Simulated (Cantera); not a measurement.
A closed system holds: 1 mol Cu, 0.11 mol NH3, 71 mol N2, equilibrated at 1.00 Torr.

Cantera equilibrium calculation (NASA polynomials, part measured and part estimated; ideal gas, pure solids and liquids). Candidate condensed phases: Cu; 11 gas species. Kinetics and transport are ignored.

x: gas mole fraction; n: condensed amount in mol.

| T (K) | x N2 | x Cu | x H2 | x H | n Cu(s) | n Cu(l) |
|---|---|---|---|---|---|---|
| 1173 | 0.998 | 4.28e-6 | 0.00232 | 1.55e-7 | 1.000 | 0 |
| 1223 | 0.998 | 1.72e-5 | 0.00232 | 3.96e-7 | 0.999 | 0 |
| 1273 | 0.998 | … | 0.00232 | … | 0.996 | 0 |
| 1323 | 0.997 | 0.000201 | 0.00232 | 2.09e-6 | 0.986 | 0 |
| 1373 | 0.997 | 0.000593 | 0.00231 | 4.39e-6 | 0 | 0.958 |
| 1423 | 0.996 | … | 0.00231 | … | 0 | 0.888 |
| 1473 | 0.994 | 0.00388 | 0.00230 | 1.66e-5 | 0 | 0.722 |
| 1523 | 0.989 | 0.00903 | 0.00228 | 3.02e-5 | 0 | 0.350 |
| 1573 | 0.984 | 0.0138 | 0.00226 | 5.29e-5 | 0 | 0 |
| 1623 | 0.984 | 0.0138 | 0.00224 | 8.96e-5 | 0 | 0 |
| 1673 | 0.984 | 0.0138 | 0.00221 | 0.000147 | 0 | 0 |
| 1723 | 0.984 | 0.0138 | 0.00217 | 0.000233 | 0 | 0 |
| 1773 | 0.984 | 0.0138 | 0.00211 | 0.000358 | 0 | 0 |
| 1823 | 0.984 | 0.0138 | 0.00202 | 0.000533 | 0 | 0 |

Task: What belongs in the gaps?

Result: 
- 1273, x Cu: 6.18e-5
- 1273, x H: 9.40e-7
- 1423, x Cu: 0.00157
- 1423, x H: 8.74e-6
